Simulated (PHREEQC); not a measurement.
**Spent oxide etchant with single salt, acid or base**

Solution A (7.2 mmol/kgw NH4HF2, 0.044 mmol/kgw H2SiF6 and 0.035 mmol/kgw HBF4) is mixed with solution B (33 mmol/kgw H3BO3) at 20 °C; shares are by mass of water, 1 kg in all. Oxygen alone is held at its pressure in air (log pO2 = -0.68). The system is closed to CO2. Only these solids could form: SiO2(a).

The series has 21 steps of share of solution B, from 0 to 1.

The numbers come from PHREEQC with the ion-association model, wateq4f.dat.

Task: Between which two steps does the pH jump most, and from what to what?

Result: Between share of solution B = 0.95 and 1: from 3.73 to 5.38.

SiF6-2 is the database's only silicon fluoride. Real BF4- forms and hydrolyses slowly; the run takes it at equilibrium.
